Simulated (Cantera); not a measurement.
An adiabatic, constant-volume homogeneous reactor starts with H2 : O2 : N2 : H2O = 1 : 0.649 : 2.44 : 0.27 (molar parts), equivalence ratio 0.77, at 1148 K and 19.0 bar. Integrator tolerance rtol = 1e-08.

Cantera simulation using GRI-Mech 3.0 (53 species, 325 reactions); the numbers are that mechanism's predictions, not measurements. The hydrogen kinetics of GRI-Mech 3.0 are dated; newer H2 mechanisms differ, most at raised pressure. The pressure lies above the range GRI-Mech 3.0 was tuned for (to about 10 atm).

Task: What does this change do: 0.22 parts NO added?

Result: 
```
quantity                                                            before                                    after
---------------------------------  ---------------------------------------  ---------------------------------------
time of steepest temperature rise                                 0.421 ms                                  12.0 µs
temperature at 0.100 s                                              2877 K                                   2909 K
equilibrium temperature                                             2877 K                                   2909 K
x(H2) at 0.100 s                   0.00795 (gas-phase equilibrium 0.00795)  0.00646 (gas-phase equilibrium 0.00646)
x(O2) at 0.100 s                     0.0303 (gas-phase equilibrium 0.0303)    0.0506 (gas-phase equilibrium 0.0506)
x(H2O) at 0.100 s                      0.308 (gas-phase equilibrium 0.308)      0.291 (gas-phase equilibrium 0.291)
x(NO2) at 0.100 s                  2.17e-5 (gas-phase equilibrium 2.17e-5)  3.68e-5 (gas-phase equilibrium 3.68e-5)
x(N2O) at 0.100 s                  4.49e-6 (gas-phase equilibrium 4.49e-6)  6.02e-6 (gas-phase equilibrium 6.02e-6)
x(OH) at 0.100 s                     0.0171 (gas-phase equilibrium 0.0171)    0.0202 (gas-phase equilibrium 0.0202)
x(H) at 0.100 s                    0.00147 (gas-phase equilibrium 0.00147)  0.00146 (gas-phase equilibrium 0.00146)
```
The mechanism lacks 2 NO + O2 → 2 NO2 and HONO, so NO2 and the effect of NO are under-described below about 1400 K.

Task: What does this change do: pressure from 19.0 bar to 5.00 bar?

Result: 
```tsv
quantity	before	after
time of steepest temperature rise	0.421 ms	0.374 ms
temperature at 0.100 s	2877 K	2814 K
equilibrium temperature	2877 K	2814 K
x(H2) at 0.100 s	0.00795 (gas-phase equilibrium 0.00795)	0.0118 (gas-phase equilibrium 0.0118)
x(O2) at 0.100 s	0.0303 (gas-phase equilibrium 0.0303)	0.0315 (gas-phase equilibrium 0.0315)
x(H2O) at 0.100 s	0.308 (gas-phase equilibrium 0.308)	0.301 (gas-phase equilibrium 0.301)
x(NO2) at 0.100 s	2.17e-5 (gas-phase equilibrium 2.17e-5)	1.10e-5 (gas-phase equilibrium 1.10e-5)
x(N2O) at 0.100 s	4.49e-6 (gas-phase equilibrium 4.49e-6)	2.12e-6 (gas-phase equilibrium 2.12e-6)
x(OH) at 0.100 s	0.0171 (gas-phase equilibrium 0.0171)	0.0205 (gas-phase equilibrium 0.0205)
x(H) at 0.100 s	0.00147 (gas-phase equilibrium 0.00147)	0.00284 (gas-phase equilibrium 0.00284)
```

Task: What does this change do: initial temperature 1148 to 1725 K?

Result: 
```
quantity                                                            before                                    after
---------------------------------  ---------------------------------------  ---------------------------------------
time of steepest temperature rise                                 0.421 ms                                 0.460 µs
temperature at 0.100 s                                              2877 K                                   3136 K
equilibrium temperature                                             2877 K                                   3136 K
x(H2) at 0.100 s                   0.00795 (gas-phase equilibrium 0.00795)    0.0205 (gas-phase equilibrium 0.0205)
x(O2) at 0.100 s                     0.0303 (gas-phase equilibrium 0.0303)    0.0297 (gas-phase equilibrium 0.0297)
x(H2O) at 0.100 s                      0.308 (gas-phase equilibrium 0.308)      0.282 (gas-phase equilibrium 0.282)
x(NO2) at 0.100 s                  2.17e-5 (gas-phase equilibrium 2.17e-5)  2.05e-5 (gas-phase equilibrium 2.05e-5)
x(N2O) at 0.100 s                  4.49e-6 (gas-phase equilibrium 4.49e-6)  5.20e-6 (gas-phase equilibrium 5.20e-6)
x(OH) at 0.100 s                     0.0171 (gas-phase equilibrium 0.0171)    0.0307 (gas-phase equilibrium 0.0307)
x(H) at 0.100 s                    0.00147 (gas-phase equilibrium 0.00147)  0.00607 (gas-phase equilibrium 0.00607)
```
Above 3000 K some thermodynamic fits are extrapolated.
